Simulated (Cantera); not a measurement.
A Cantera script and what it prints.

```python
import numpy as np
import cantera as ct

gas_names = """
    O SO2
""".split()
cond_names = """
    K(cr) K(L) K2SO4(a) K2SO4(b) K2SO4(L)
""".split()


def load(file, names, dense=False):
    # The tables refer to 1 bar. Condensed volumes are neglected.
    table = {s.name: s for s in ct.Species.list_from_file(file)}
    out = []
    for n in names:
        d = dict(table[n].input_data)
        d["thermo"] = dict(d["thermo"], **{"reference-pressure": 1e5})
        if dense:
            d["equation-of-state"] = {"model": "constant-volume", "density": "1e6 g/cm^3"}
        out.append(ct.Species.from_dict(d))
    return out


species = {s.name: s for s in load("nasa_gas.yaml", gas_names) + load("nasa_condensed.yaml", cond_names)}
# Each term lists the table entries of one substance; the one whose range holds T is used.
reactions = {
    '2 K + 2 O(g) + SO2(g) = K2SO4':
        [(-2, ['K(cr)', 'K(L)']), (-2, ['O']), (-1, ['SO2']), (1, ['K2SO4(a)', 'K2SO4(b)', 'K2SO4(L)'])],
}


def pick(names, T):
    return next(species[n] for n in names if species[n].thermo.min_temp <= T <= species[n].thermo.max_temp)


results = []
for label, terms in reactions.items():
    print(label)
    print("     T/K   dH/kJ  dS/(J/K)   dG/kJ   log10 K")
    for T in [698, 848, 998, 1148, 1298]:
        used = [(nu, pick(names, T)) for nu, names in terms]
        dH = sum(nu * s.thermo.h(T) for nu, s in used) / 1e6
        dS = sum(nu * s.thermo.s(T) for nu, s in used) / 1e3
        dG = dH - T * dS / 1e3
        logK = -dG * 1e6 / (ct.gas_constant * T * np.log(10))
        results.append((label, T, dH, dS, dG, logK, [s.name for _, s in used]))
        print(f"{T:8g} {dH:8.1f} {dS:8.1f} {dG:8.1f} {logK:8.2f}")
```

Result:

```
2 K + 2 O(g) + SO2(g) = K2SO4
     T/K   dH/kJ  dS/(J/K)   dG/kJ   log10 K
     698  -1640.1   -532.6  -1268.3    94.91
     848  -1633.7   -524.4  -1189.0    73.24
     998  -1620.1   -508.9  -1112.2    58.21
    1148  -1613.8   -503.0  -1036.3    47.15
    1298  -1606.3   -496.9   -961.3    38.68
```

Source: NASA polynomial tables (part measured, part estimated), evaluated in Cantera. Condensed species are held in their standard states even where they would react or evaporate.
